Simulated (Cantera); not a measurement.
A closed system holds: 1 mol HMDSO, 3.3 mol CO₂, 100 mol N₂, held at 1850 K and 750 Torr.

Equilibrium computed with Cantera from the NASA thermochemical tables; the gas is ideal and each condensed phase is pure. Candidate condensed phases: C, C₆H₆, C₇H₈, C₈H₁₈, H₂O, Si, SiC, SiO₂, Si₂N₂O, Si₃N₄; 151 gas species. The feed counts by its element totals alone. Mutual solubility and eutectic melting of coexisting phases are not modelled. Equilibrium is a limit: real reactors are often held back by kinetics, nucleation or transport.

Task: What is the equilibrium state?

Result: 
```
Property                                   Result
--------------------------------------  ---------
x(N₂)                                       0.857
x(H₂)                                      0.0763
x(CO)                                      0.0637
x(HCN)                                    0.00182
x(SiO)                                   0.000487
x(H)                                     0.000149
x(HNC)                                    7.70e-5
x(C₂H₂ (acetylene))                       1.67e-5
x(CH₄)                                    3.49e-6
n(SiC(s))                                1.67 mol
n(Si₂N₂O(s))                            0.137 mol
gas amount                              116.3 mol
log10 activity of C(graphite) (absent)      -0.04
log10 activity of Si(l) (absent)            -1.48
```
